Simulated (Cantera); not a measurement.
Feed: 1 mol AlCl3, 0.68 mol O2, 160 mol H2, equilibrated at 1225 K and 0.133 bar.

Equilibrium computed with Cantera from the NASA thermochemical tables; the gas is ideal and each condensed phase is pure. Candidate condensed phases: Al, AlCl3, Al2O3, H2O; 29 gas species. The numbers say what is thermodynamically allowed, not how fast it happens.

Base state: H2 0.983, HCl 0.0169, AlCl3 0.000572 (mole fractions); condensed: Al2O3(s).

Question: What changes in the equilibrium state with this change: AlCl3 replaced by Al?

Answer: 
| species | before | after |
|---|---|---|
| H2 | 0.983 | 1.000 |
| HCl | 0.0169 | 0 |
| AlCl3 | 0.000572 | 0 |
| Al2O3(s), mol | 0.453 | 0.453 |
| Al(l), mol | 0 | 0.0932 |
Mutual solubility and eutectic melting of coexisting phases are not modelled.

Question: What changes in the equilibrium state with this change: temperature from 1225 K to 1925 K?

Answer: 
| species | before | after |
|---|---|---|
| H2 | 0.983 | 0.978 |
| HCl | 0.0169 | 0.0174 |
| H | 8.46e-7 | 0.00259 |
| AlCl | 1.25e-6 | 0.00101 |
| Cl | 1.25e-8 | 3.47e-5 |
| H2O | 5.64e-7 | 0.000724 |
| AlCl3 | 0.000572 | 3.17e-6 |
| AlCl2 | 5.07e-6 | 3.75e-5 |
| Al2O3(s), mol | 0.453 | 0.414 |
The tables' values for AlCl2 are old estimates; treat these amounts as uncertain.
